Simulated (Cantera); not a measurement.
Input: 1 mol CO, 3.5 mol H2O, at 15800 Torr.

Cantera equilibrium calculation (NASA polynomials, part measured and part estimated; ideal gas, pure solids and liquids). Candidate condensed phases: C, C6H6, C7H8, C8H18, H2O; 131 gas species. Ions and electrons are included (thermal ionisation). Rates play no part. All values below are at 4500 K.

Base state: H 0.293, H2 0.151, O 0.147, OH 0.138, CO 0.125, H2O 0.101, O2 0.0364, CO2 0.00895 (mole fractions); condensed: gas only.

Task: What changes in the equilibrium state with this change: pressure from 15800 Torr to 0.0975 Torr?

Result: 
| species | before | after |
|---|---|---|
| H | 0.293 | 0.602 |
| O | 0.147 | 0.311 |
| CO | 0.125 | 0.0757 |
| H2 | 0.151 | 3.94e-6 |
| H2O | 0.101 | <1e-9 |
| C | 2.21e-7 | 0.0102 |
| OH | 0.138 | 3.73e-6 |
| O2 | 0.0364 | 1.02e-6 |
| HO2 | 0.000153 | <1e-9 |
| CO2 | 0.00895 | 7.16e-8 |
